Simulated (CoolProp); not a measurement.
Vapour-liquid equilibrium of R114 (1) + benzene (2) at 52.55 °C; x and y are mole fractions of (1).

Values from CoolProp's multi-fluid Helmholtz-energy mixture model, Platzer 1990 and Thol 2012; pair parameters Bell 2016. This equation is an older, rougher fit; its heat capacities, sound speeds and derivatives of the liquid may be far off and weren't checked against measurements.

```json
[
 {"x": "0.05", "bubble pressure, mixture model (bar)": "0.9953", "bubble pressure, Raoult's law (bar)": "0.6178", "y, mixture model": "0.610", "y, Raoult's law": "0.387"},
 {"x": "0.125", "bubble pressure, mixture model (bar)": "1.672", "bubble pressure, Raoult's law (bar)": "0.9467", "y, mixture model": "0.777", "y, Raoult's law": "0.632"},
 {"x": "0.2", "bubble pressure, mixture model (bar)": "2.160", "bubble pressure, Raoult's law (bar)": "1.275", "y, mixture model": "0.834", "y, Raoult's law": "0.750"},
 {"x": "0.275", "bubble pressure, mixture model (bar)": "2.524", "bubble pressure, Raoult's law (bar)": "1.604", "y, mixture model": "0.864", "y, Raoult's law": "0.820"},
 {"x": "0.35", "bubble pressure, mixture model (bar)": "2.806", "bubble pressure, Raoult's law (bar)": "1.933", "y, mixture model": "0.883", "y, Raoult's law": "0.866"},
 {"x": "0.425", "bubble pressure, mixture model (bar)": "3.040", "bubble pressure, Raoult's law (bar)": "2.262", "y, mixture model": "0.897", "y, Raoult's law": "0.899"},
 {"x": "0.5", "bubble pressure, mixture model (bar)": "3.247", "bubble pressure, Raoult's law (bar)": "2.591", "y, mixture model": "0.909", "y, Raoult's law": "0.923"},
 {"x": "0.575", "bubble pressure, mixture model (bar)": "3.444", "bubble pressure, Raoult's law (bar)": "2.920", "y, mixture model": "0.919", "y, Raoult's law": "0.942"},
 {"x": "0.65", "bubble pressure, mixture model (bar)": "3.641", "bubble pressure, Raoult's law (bar)": "3.249", "y, mixture model": "0.930", "y, Raoult's law": "0.957"},
 {"x": "0.725", "bubble pressure, mixture model (bar)": "3.848", "bubble pressure, Raoult's law (bar)": "3.577", "y, mixture model": "0.942", "y, Raoult's law": "0.969"},
 {"x": "0.8", "bubble pressure, mixture model (bar)": "4.071", "bubble pressure, Raoult's law (bar)": "3.906", "y, mixture model": "0.955", "y, Raoult's law": "0.980"},
 {"x": "0.875", "bubble pressure, mixture model (bar)": "4.316", "bubble pressure, Raoult's law (bar)": "4.235", "y, mixture model": "0.970", "y, Raoult's law": "0.988"},
 {"x": "0.95", "bubble pressure, mixture model (bar)": "4.586", "bubble pressure, Raoult's law (bar)": "4.564", "y, mixture model": "0.987", "y, Raoult's law": "0.996"}
]
```

The largest gap from Raoult's law is +76.6 % in bubble pressure, at x = 0.125. No azeotrope shows between x = 0.05 and 0.95.

The pair parameters rest on a limited set of measurements; away from them the model extrapolates. With so large a gap from Raoult's law the liquid may split in two, which this calculation doesn't test in full.
